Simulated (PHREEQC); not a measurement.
Consider water at 20 °C with 6.8 mmol/kgw HF, 38 mmol/kgw NaF, 0.00034 mmol/kgw H4SiO4 and 21 mmol/kgw H3PO4. Closed to the air; pH follows from the charge balance.

The numbers come from PHREEQC with the ion-association model, phreeqc.dat.

| quantity | before | after |
|---|---|---|
| pH | 2.97 | 3.12 |
| ionic strength (mol/kgw) | 0.0390 | 0.00842 |
| HF (mol/kgw) | 0.0227 | 0.00429 |
| F- (mol/kgw) | 0.0187 | 0.00451 |
| HF2- (mol/kgw) | 0.00156 | 7.12e-5 |
| NaF (mol/kgw) | 0.000280 | 1.62e-5 |

Problem. Which change was made?
A) H4SiO4 from 3.4e-07 to 6.8e-08 mol/kgw
B) diluted 5-fold with water
C) H3PO4 from 0.021 to 0.0315 mol/kgw
D) H3PO4 left out
E) H4SiO4 left out

Solution. B, diluted 5-fold with water

Precipitation was switched off in this run. SiF6-2 is the database's only silicon fluoride.
